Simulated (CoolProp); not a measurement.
Saturated liquid density (kg/m³) of o-xylene: the reference equation beside estimates from Tc = 630.3 K, pc = 3.737 MPa, ω = 0.312. Rackett uses Z = 0.29056 − 0.08775 ω.

Model: reference Helmholtz-energy equation of state, Zhou 2012, in CoolProp.

```json
[
 {"T (K)": "352.2", "reference": "829.6", "Rackett": "827.6", "van der Waals": "479.5", "Redlich-Kwong": "708.8", "Soave-Redlich-Kwong": "733.0", "Peng-Robinson": "825.9"},
 {"T (K)": "364.7", "reference": "818.5", "Rackett": "816.3", "van der Waals": "473.4", "Redlich-Kwong": "698.5", "Soave-Redlich-Kwong": "724.0", "Peng-Robinson": "816.3"},
 {"T (K)": "377.3", "reference": "807.2", "Rackett": "804.6", "van der Waals": "467.2", "Redlich-Kwong": "687.8", "Soave-Redlich-Kwong": "714.5", "Peng-Robinson": "806.1"},
 {"T (K)": "389.8", "reference": "795.7", "Rackett": "792.8", "van der Waals": "460.8", "Redlich-Kwong": "676.8", "Soave-Redlich-Kwong": "704.6", "Peng-Robinson": "795.5"},
 {"T (K)": "402.3", "reference": "784.0", "Rackett": "780.7", "van der Waals": "454.2", "Redlich-Kwong": "665.3", "Soave-Redlich-Kwong": "694.3", "Peng-Robinson": "784.3"},
 {"T (K)": "414.8", "reference": "772.1", "Rackett": "768.4", "van der Waals": "447.4", "Redlich-Kwong": "653.4", "Soave-Redlich-Kwong": "683.3", "Peng-Robinson": "772.5"},
 {"T (K)": "427.3", "reference": "759.9", "Rackett": "755.7", "van der Waals": "440.3", "Redlich-Kwong": "641.0", "Soave-Redlich-Kwong": "671.8", "Peng-Robinson": "760.0"},
 {"T (K)": "439.8", "reference": "747.3", "Rackett": "742.7", "van der Waals": "433.0", "Redlich-Kwong": "628.0", "Soave-Redlich-Kwong": "659.7", "Peng-Robinson": "746.8"},
 {"T (K)": "452.3", "reference": "734.4", "Rackett": "729.3", "van der Waals": "425.4", "Redlich-Kwong": "614.6", "Soave-Redlich-Kwong": "646.9", "Peng-Robinson": "732.7"},
 {"T (K)": "464.8", "reference": "721.0", "Rackett": "715.4", "van der Waals": "417.5", "Redlich-Kwong": "600.5", "Soave-Redlich-Kwong": "633.4", "Peng-Robinson": "717.8"},
 {"T (K)": "477.3", "reference": "707.1", "Rackett": "701.1", "van der Waals": "409.3", "Redlich-Kwong": "585.7", "Soave-Redlich-Kwong": "619.1", "Peng-Robinson": "702.0"},
 {"T (K)": "489.8", "reference": "692.6", "Rackett": "686.3", "van der Waals": "400.7", "Redlich-Kwong": "570.3", "Soave-Redlich-Kwong": "603.8", "Peng-Robinson": "685.0"}
]
```

Absolute difference from the reference over all 12 rows, mean and median: Rackett 0.5 and 0.5 %, van der Waals 42.1 and 42.1 %, Redlich-Kwong 15.7 and 15.5 %, Soave-Redlich-Kwong 11.8 and 11.6 %, Peng-Robinson 0.3 and 0.2 %.
